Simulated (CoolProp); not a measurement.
A single-stage vapour-compression cycle with cis-2-butene: evaporating at 252.15 K (dew point), condensing at 297.15 K (bubble point), superheat 10 K, subcooling 5 K, compressor efficiency 0.6, no pressure losses. Each further row changes one setting.

Model: reference Helmholtz-energy equation of state, Lemmon 2005, in CoolProp. It is a short technical equation, of lower accuracy than the large ones.

| case | cooling COP | pressure ratio | discharge temperature (K) | refrigerating effect (kJ/kg) | volumetric capacity (kJ/m³) |
|---|---|---|---|---|---|
| as stated | (withheld) | 5.85 | 348.3 | 365 | 338 |
| evaporating temperature 257.15 K | (withheld) | 4.64 | (withheld) | (withheld) | 427 |
| condensing temperature 292.15 K | 3.41 | 4.95 | 340.3 | 376 | 348 |
| subcooling 10 K | (withheld) | 5.85 | 348.3 | 376 | 348 |
| superheat 20 K | 2.97 | 5.85 | (withheld) | 378 | 337 |
| compressor efficiency 0.5 | (withheld) | 5.85 | 362.6 | 365 | 338 |

Question: What belongs in the gaps?

Answer: 
- as stated, cooling COP: 2.98
- evaporating temperature 257.15 K, cooling COP: 3.48
- evaporating temperature 257.15 K, discharge temperature (K): 342.5
- evaporating temperature 257.15 K, refrigerating effect (kJ/kg): 371
- subcooling 10 K, cooling COP: 3.07
- superheat 20 K, discharge temperature (K): 359.0
- compressor efficiency 0.5, cooling COP: 2.48
